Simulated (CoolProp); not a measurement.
A single-stage vapour-compression cycle with CH2F2 (R32): evaporating at 266.15 K (dew point), condensing at 291.15 K (bubble point), superheat 2 K, subcooling 0 K, compressor efficiency 0.75, no pressure losses. Each further row changes one setting.

Computed with CoolProp (reference Helmholtz-energy equation of state, Tillner-Roth 1997).

| case | cooling COP | pressure ratio | discharge temperature (K) | refrigerating effect (kJ/kg) | volumetric capacity (kJ/m³) |
|---|---|---|---|---|---|
| as stated | 6.94 | 2.16 | 323.0 | 284 | 4920 |
| evaporating temperature 271.15 K | 9.01 | ? | ? | 285 | 5820 |
| condensing temperature 286.15 K | ? | 1.87 | 312.3 | 293 | 5080 |
| subcooling 5 K | 7.17 | 2.16 | 323.0 | 293 | 5080 |
| superheat 12 K | 6.79 | 2.16 | 335.1 | ? | 4820 |
| compressor efficiency 0.65 | 6.02 | 2.16 | ? | 284 | 4920 |

Q: What belongs in the gaps?

A: 
- evaporating temperature 271.15 K, pressure ratio: 1.83
- evaporating temperature 271.15 K, discharge temperature (K): 316.0
- condensing temperature 286.15 K, cooling COP: 8.91
- superheat 12 K, refrigerating effect (kJ/kg): 295
- compressor efficiency 0.65, discharge temperature (K): 328.5
